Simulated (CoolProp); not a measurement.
A single-stage vapour-compression cycle with ammonia: evaporating at 280.15 K (dew point), condensing at 337.15 K (bubble point), superheat 10 K, subcooling 0 K, compressor efficiency 0.85, no pressure losses. Each further row changes one setting.

Model: reference Helmholtz-energy equation of state, Gao 2020, in CoolProp.

```csv
case,cooling COP,pressure ratio,discharge temperature (K),refrigerating effect (kJ/kg),volumetric capacity (kJ/m³)
as stated,3.19,5.20,438.1,983,4130
evaporating temperature 285.15 K,3.63,4.37,427.0,989,4890
condensing temperature 332.15 K,3.59,4.61,425.6,1010,4240
subcooling 5 K,3.28,5.20,438.1,1010,4240
superheat 20 K,3.14,5.20,452.9,1010,4050
compressor efficiency 0.75,2.82,5.20,453.3,983,4130
```
